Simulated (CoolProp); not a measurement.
The fluid at 298.15 K and 0.00435 MPa flows at 0.99 m/s in a round tube of 1 mm bore and 15 µm roughness, fully developed (64/Re and Nu = 3.66 if laminar; Colebrook and Gnielinski if turbulent). The same conditions are run with several fluids, on thermodynamics alone (safety and materials aside).

Computed with CoolProp (reference Helmholtz-energy equation of state of each fluid (methanol: de Reuck 1993; R404A: Lemmon 2003; C3F8 (R218): Lemmon 2006; normal hydrogen: Leachman 2009; R11: Jacobsen 1992)). Blends and air are pseudo-pure fits.

```csv
fluid,Reynolds number,Darcy friction factor,pressure drop (Pa/m),heat-transfer coefficient (W/(m² K)),mass flow (kg/h)
methanol,5.79,11.1,306,55.2,0.000158
R404A,13.9,4.60,386,48.8,0.000480
C3F8 (R218),26.2,2.44,395,45.8,0.000924
normal hydrogen,0.393,163,282,680,9.90e-6
R11,23.2,2.75,326,30.8,0.000676
```

Transport values come from each fluid's own correlations; those of C3F8 (R218), R11 are estimates that may be off by 10 % or more.
